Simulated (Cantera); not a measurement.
Low-pressure radical oxidation in H2/O2

An isothermal, constant-pressure homogeneous reactor starts with 0.611 % H₂, 55.5 % O₂, 43.9 % N₂, at 1250 K and 1330 Pa.

Computed with Cantera and the H2/O2 subset of GRI-Mech 3.0, which has no nitrogen chemistry. Radical loss at walls, strong at low pressure, is not modelled.

```csv
t (s),x H₂,x O₂,x O,x HO₂,x H₂O,x H₂O₂,x OH
0.000100,0.00611,0.555,3.99e-10,7.73e-10,2.92e-11,<1e-12,3.86e-10
0.000501,0.00611,0.555,4.51e-9,3.88e-9,1.64e-9,<1e-12,3.89e-9
0.00251,0.00611,0.555,1.51e-7,1.97e-8,1.49e-7,1.65e-11,1.11e-7
0.0126,0.000729,0.550,0.00410,7.39e-7,0.00461,3.46e-8,0.00111
0.0632,2.45e-5,0.550,0.00460,4.36e-7,0.00572,9.68e-9,0.000524
0.317,1.38e-5,0.552,0.00254,3.31e-7,0.00586,8.66e-9,0.000394
1.59,2.63e-6,0.553,0.000475,1.32e-7,0.00603,4.84e-9,0.000173
7.98,2.02e-7,0.554,3.64e-5,2.22e-8,0.00610,9.56e-10,4.80e-5
40.0,1.64e-8,0.554,2.96e-6,3.94e-9,0.00612,1.11e-10,1.37e-5
```
x: mole fraction; the columns are a selection and need not sum to one.

Equilibrium at this temperature and pressure: H₂ 2.47e-9, O₂ 0.554, O 4.49e-7, HO₂ 3.98e-9, H₂O 0.00612, H₂O₂ 1.94e-11, OH 5.35e-6 (gas phase only).
